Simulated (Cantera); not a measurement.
Input: 1 mol HgO, a varied amount of H2, equilibrated at 1473 K and 1.00 Torr.

Equilibrium computed with Cantera from the NASA thermochemical tables; the gas is ideal and each condensed phase is pure. Candidate condensed phases: H2O, Hg, HgO; 10 gas species. Kinetics and transport are ignored.

x: gas mole fraction; nothing condenses.

```json
[
 {"n(H2) (mol)": "0.24", "x Hg": "0.617", "x H2O": "0.148", "x O2": "0.234", "x H2": "1.10e-5"},
 {"n(H2) (mol)": "0.31", "x Hg": "0.604", "x H2O": "0.187", "x O2": "0.208", "x H2": "1.47e-5"},
 {"n(H2) (mol)": "0.39", "x Hg": "0.590", "x H2O": "0.230", "x O2": "0.180", "x H2": "1.94e-5"},
 {"n(H2) (mol)": "0.51", "x Hg": "0.570", "x H2O": "0.290", "x O2": "0.139", "x H2": "2.79e-5"},
 {"n(H2) (mol)": "0.65", "x Hg": "0.548", "x H2O": "0.356", "x O2": "0.0958", "x H2": "4.12e-5"},
 {"n(H2) (mol)": "0.84", "x Hg": "0.521", "x H2O": "?", "x O2": "?", "x H2": "?"},
 {"n(H2) (mol)": "1.1", "x Hg": "?", "x H2O": "?", "x O2": "?", "x H2": "?"},
 {"n(H2) (mol)": "1.4", "x Hg": "0.417", "x H2O": "0.417", "x O2": "8.05e-9", "x H2": "0.167"}
]
```

Question: Fill in the missing entries.

Answer: 
- 1.1, x Hg: 0.476
- 1.1, x H2O: 0.476
- 1.1, x O2: 1.29e-7
- 1.1, x H2: 0.0476
- 0.84, x H2O: 0.437
- 0.84, x O2: 0.0416
- 0.84, x H2: 7.69e-5
